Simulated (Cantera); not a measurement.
A freely propagating, adiabatic, planar premixed flame of 14.1 % CO, 0.635 % H2, 3.81 % CH4, 16.7 % O2, 62.7 % N2, 2.12 % H2O, equivalence ratio 0.90, unburnt at 300 K and 165 Torr; mixture-averaged transport, grid criteria slope 0.08 and curve 0.16, no radiation.

Model: GRI-Mech 3.0 (53 species, 325 reactions), integrated in Cantera. Burning velocities carry a grid error of a few per cent, more on coarse grids.

Problem. Predict: laminar burning velocity; thermal thickness; peak x(CH2O); peak x(CH3).

Solution. 
```json
{
 "laminar_burning_velocity": "66.0 cm/s",
 "thermal_thickness": "1.93 mm",
 "peak x(CH2O)": "0.000304",
 "peak x(CH3)": "0.000367"
}
```
